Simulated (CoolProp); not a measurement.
Model: reference Helmholtz-energy equation of state, Lemmon 2006, in CoolProp. It is a short technical equation, of lower accuracy than the large ones.

**Question.** Give the vapour pressure (MPa), vapour density (kg/m³), enthalpy of vaporisation (kJ/kg), liquid cp (kJ/(kg K)) of saturated toluene at 469.7, 501.1 K.

**Answer.** 
| T (K) | p (MPa) | vapour density (kg/m³) | enthalpy of vaporisation (kJ/kg) | liquid cp (kJ/(kg K)) |
|---|---|---|---|---|
| 469.7 | 0.705 | 19.7 | 294 | 2.36 |
| 501.1 | 1.20 | 34.3 | 261 | 2.54 |
